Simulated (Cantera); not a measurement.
Input (Python, Cantera) and output of one run.

```python
import numpy as np
import cantera as ct

gas_names = """
    H HO2 H2 H2O H2O2 Nb NbO NbO2 O OH O2 O3
""".split()
cond_names = """
    H2O(s) H2O(L) Nb(cr) Nb(L) NbO(s) NbO(L) NbO2(I) NbO2(II) NbO2(III) NbO2(L) Nb2O5(s) Nb2O5(L)
""".split()


# ... load() reads the species with a 1 bar reference pressure and builds the phases ...
atoms = {
    'Nb2O5': {'Nb': 2, 'O': 5},
    'H2': {'H': 2},
}
top_T = {}  # K; cautious upper limits of use, not melting points


# ... equilibrate(T, P, feed) seeds the gas with the atoms and calls Mixture.equilibrate('TP', solver="vcs", rtol=1e-11, max_steps=5000) ...
results = []
feed = {'Nb2O5': 1, 'H2': 6.8}  # mol
P = 2900  # Pa
for T in [998, 1098, 1198, 1298, 1398, 1498, 1598, 1698, 1798]:
    mix = equilibrate(T, P, feed)
    results.append((T, P, feed, dict(zip(mix.species_names, mix.species_moles))))

top = {s: max(r[3][s] / sum(r[3][g] for g in gas_names) for r in results) for s in gas_names}
cols = sorted((s for s in top if top[s] > 1e-06), key=lambda s: -top[s])[:5]
seen = [c for c in cond_names if any(r[3].get(c, 0) > 1e-12 for r in results)]
print("log10 of partial pressures in bar; condensed amounts in mol")
print(f"{'T/K':>10s}" + "".join(f"{s[:9]:>10s}" for s in cols + seen))
for T, P, feed, n in results:
    ng = sum(n[g] for g in gas_names)
    print(f"{T:10.4g}" + "".join(f"{np.log10(max(n[s] / ng * P / 1e5, 1e-99)):10.3f}" for s in cols)
          + "".join(f"{n.get(c, 0):10.4g}" for c in seen))
```

It prints:

```
log10 of partial pressures in bar; condensed amounts in mol
       T/K        H2       H2O         H        OH      NbO2   NbO2(I)  NbO2(II) NbO2(III)  Nb2O5(s)
       998    -1.540    -3.812    -9.437   -14.372   -20.201   0.07225         0         0    0.9639
      1098    -1.542    -3.506    -8.378   -12.698   -17.446         0    0.1463         0    0.9268
      1198    -1.547    -3.221    -7.494   -11.271   -15.177         0    0.2821         0     0.859
      1298    -1.554    -2.979    -6.747   -10.060   -13.269         0         0     0.492     0.754
      1398    -1.563    -2.776    -6.107    -9.025   -11.641         0         0    0.7852    0.6074
      1498    -1.577    -2.605    -5.553    -8.129   -10.237         0         0     1.165    0.4176
      1598    -1.593    -2.460    -5.070    -7.347    -9.015         0         0     1.625    0.1873
      1698    -1.607    -2.370    -4.643    -6.696    -7.942         0         0         2         0
      1798    -1.608    -2.371    -4.257    -6.202    -6.992         0         0         2         0
```

Equilibrium computed with Cantera from the NASA thermochemical tables; the gas is ideal and each condensed phase is pure. Mutual solubility and eutectic melting of coexisting phases are not modelled. Condensed phases not in the tables: the oxides between NbO2 and Nb2O5.
